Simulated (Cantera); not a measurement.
A freely propagating, adiabatic, planar premixed flame of H₂ : O₂ : N₂ = 1 : 0.455 : 1.68 (molar parts), equivalence ratio 1.1, unburnt at 675 K and 110000 Pa; mixture-averaged transport, grid criteria slope 0.08 and curve 0.16, no radiation.

Computed with Cantera and the H2/O2 subset of GRI-Mech 3.0, which has no nitrogen chemistry. Burning velocities carry a grid error of a few per cent, more on coarse grids.

What does this change do: inlet temperature 675 to 500 K?


```json
[
 {"quantity": "laminar burning velocity", "before": "1000 cm/s", "after": "588 cm/s"},
 {"quantity": "thermal thickness", "before": "0.436 mm", "after": "0.386 mm"},
 {"quantity": "peak x(H₂O₂)", "before": "8.26e-6", "after": "3.63e-5"},
 {"quantity": "peak x(HO₂)", "before": "0.000260", "after": "0.000405"},
 {"quantity": "peak x(OH)", "before": "0.0200", "after": "0.0174"},
 {"quantity": "peak x(O)", "before": "0.0138", "after": "0.0115"}
]
```
